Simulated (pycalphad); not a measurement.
All values are pycalphad results on the COST 507 light-alloy database (1999) (1 atm), not direct measurements. These are 1990s assessments: newer ones move some temperatures and phases. Kinetics are ignored, which matters at the lower temperatures.

Molar enthalpy of Si-86.26Cu (wt.%) in equilibrium (SER reference):

```tsv
T (°C)	H (kJ/mol)	phases
2077	68.13	liquid
1977	65.10	liquid
1877	62.08	liquid
1777	59.05	liquid
1677	56.02	liquid
1577	53.00	liquid
1477	49.97	liquid
1377	46.94	liquid
1277	43.91	liquid
1177	40.87	liquid
1077	37.84	liquid
977	34.85	liquid
927	33.39	liquid
877	31.93	liquid
777	22.03	CU19SI6_ETA + diamond (Si)
727	20.63	CU19SI6_ETA + diamond (Si)
677	19.24	CU19SI6_ETA + diamond (Si)
577	16.48	CU19SI6_ETA + diamond (Si)
477	13.77	CU19SI6_ETA + diamond (Si)
377	11.12	CU19SI6_ETA + diamond (Si)
277	8.51	CU19SI6_ETA + diamond (Si)
```

Cooling from 877 °C to 777 °C, across the freezing range, releases 9.9 kJ/mol, or 183 J/g. The slope is 29 J/(mol K) in the liquid and 28 J/(mol K) just below the solidus, where it includes any heat of precipitation. Liquidus 849 °C, solidus 801 °C. Changes were sought between steps of 50 K, so a narrower field can be missed.

Database names, with the compositions (at.%) that they take in these runs: CU19SI6_ETA: Cu 76 Si 24.
